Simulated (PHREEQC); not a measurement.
0.55 g of hydrous ferric oxide (600 m²/g; 0.2 weak and 0.005 strong sites per Fe, Dzombak-Morel constants, diffuse double layer) in 1 kg of water with 0.001 mol/kgw of an inert sodium salt and 0.0035 mmol/kgw CaCl2 and 0.0084 mmol/kgw NaF, at 25 °C; the pH is set by adding NaOH or the inert anion's acid. O2 is buffered at 0.21 atm. No CO2 enters from the air. No solid was allowed to form.

Computed with PHREEQC (ion-association model, wateq4f.dat).

```csv
pH,Ca sorbed (%),F sorbed (%),surface charge σ (C/m²),surface potential ψ (mV)
3,0.0,99.1,0.260,230
3.67,0.0,99.3,0.160,218
4.33,0.0,98.7,0.094,196
5,0.0,96.5,0.052,168
5.67,0.0,88.9,0.027,136
6.33,0.1,67.2,0.013,101
7,1.4,32.4,0.006,64
7.67,21.7,9.7,0.002,26
8.33,83.2,2.4,-0.001,-12
9,99.0,0.5,-0.004,-51
9.67,99.9,0.1,-0.010,-89
10.33,100.0,0.0,-0.023,-124
11,100.0,0.0,-0.055,-154
```

The oxide is taken as insoluble; below pH 4 it would dissolve.
